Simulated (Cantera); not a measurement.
What does this Cantera script print?

```python
import numpy as np
import cantera as ct

gas_names = """
    CL CLO CL2 Fe FeCL FeCL2 FeCL3 FeO Fe(OH)2 Fe2CL4 Fe2CL6 H HCL HOCL HO2 H2 H2O H2O2 O OH O2 O3
""".split()
cond_names = """
    Fe(a) Fe(c) Fe(d) Fe(L) FeCL2(s) FeCL2(L) FeCL3(s) FeCL3(L) FeO(s) FeO(L) Fe(OH)2(s) Fe(OH)3(s)
    Fe2O3(s) Fe3O4(s) H2O(s) H2O(L)
""".split()


def load(file, names, dense=False):
    # The tables refer to 1 bar. Condensed volumes are neglected.
    table = {s.name: s for s in ct.Species.list_from_file(file)}
    out = []
    for n in names:
        d = dict(table[n].input_data)
        d["thermo"] = dict(d["thermo"], **{"reference-pressure": 1e5})
        if dense:
            d["equation-of-state"] = {"model": "constant-volume", "density": "1e6 g/cm^3"}
        out.append(ct.Species.from_dict(d))
    return out


gas = ct.Solution(thermo="ideal-gas", species=load("nasa_gas.yaml", gas_names))
cond = {s.name: ct.Solution(thermo="fixed-stoichiometry", species=[s], name=s.name)
        for s in load("nasa_condensed.yaml", cond_names, dense=True)}
atoms = {
    'FeCl2': {'Fe': 1, 'CL': 2},
    'O2': {'O': 2},
    'H2': {'H': 2},
}
top_T = {'Fe2O3(s)': 1830, 'Fe3O4(s)': 1870}  # K; cautious upper limits of use, not melting points


def equilibrate(T, P, feed):
    n = {}
    for name, mol in feed.items():
        for a, k in atoms[name].items():
            n[a] = n.get(a, 0.0) + k * mol
    gas.TPX = T, P, n
    mass = sum(n.values()) * gas.mean_molecular_weight
    gas.equilibrate("TP")
    valid = [c for c in cond.values() if c.min_temp <= T <= top_T.get(c.name, c.max_temp)]
    mix = ct.Mixture([(gas, mass / gas.mean_molecular_weight)] + [(c, 0.0) for c in valid])
    mix.T, mix.P = T, P
    mix.equilibrate("TP", solver="vcs", rtol=1e-11, max_steps=5000)
    return mix


results = []
T = 2223  # K
P = 96  # Pa
for m in [0.034, 0.048, 0.067, 0.094, 0.13, 0.18, 0.26, 0.36, 0.51, 0.71, 0.99, 1.4]:
    feed = {'FeCl2': 1, 'O2': m, 'H2': 3.6}  # mol
    mix = equilibrate(T, P, feed)
    results.append((T, P, feed, dict(zip(mix.species_names, mix.species_moles))))

top = {s: max(r[3][s] / sum(r[3][g] for g in gas_names) for r in results) for s in gas_names}
cols = sorted((s for s in top if top[s] > 1e-05), key=lambda s: -top[s])[:6]
seen = [c for c in cond_names if any(r[3].get(c, 0) > 1e-12 for r in results)]
print("log10 of partial pressures in bar; condensed amounts in mol")
print(f"{'n(O2)':>10s}" + "".join(f"{s[:9]:>10s}" for s in cols + seen))
for T, P, feed, n in results:
    ng = sum(n[g] for g in gas_names)
    print(f"{feed['O2']:10.4g}" + "".join(f"{np.log10(max(n[s] / ng * P / 1e5, 1e-99)):10.3f}" for s in cols)
          + "".join(f"{n.get(c, 0):10.4g}" for c in seen))
```

It prints:

```
log10 of partial pressures in bar; condensed amounts in mol
     n(O2)        H2       H2O       HCL        Fe         H        CL
     0.034    -3.428    -5.002    -3.623    -3.831    -3.907    -4.242
     0.048    -3.432    -4.853    -3.624    -3.832    -3.909    -4.240
     0.067    -3.438    -4.708    -3.624    -3.832    -3.912    -4.238
     0.094    -3.447    -4.561    -3.625    -3.833    -3.917    -4.235
      0.13    -3.458    -4.421    -3.627    -3.833    -3.922    -4.230
      0.18    -3.474    -4.281    -3.629    -3.835    -3.931    -4.224
      0.26    -3.502    -4.122    -3.633    -3.837    -3.944    -4.214
      0.36    -3.538    -3.983    -3.638    -3.840    -3.963    -4.201
      0.51    -3.598    -3.837    -3.647    -3.845    -3.992    -4.181
      0.71    -3.687    -3.702    -3.662    -3.855    -4.037    -4.151
      0.99    -3.830    -3.580    -3.690    -3.876    -4.108    -4.108
       1.4    -4.047    -3.494    -3.744    -3.920    -4.217    -4.053
```

Cantera equilibrium calculation (NASA polynomials, part measured and part estimated; ideal gas, pure solids and liquids).
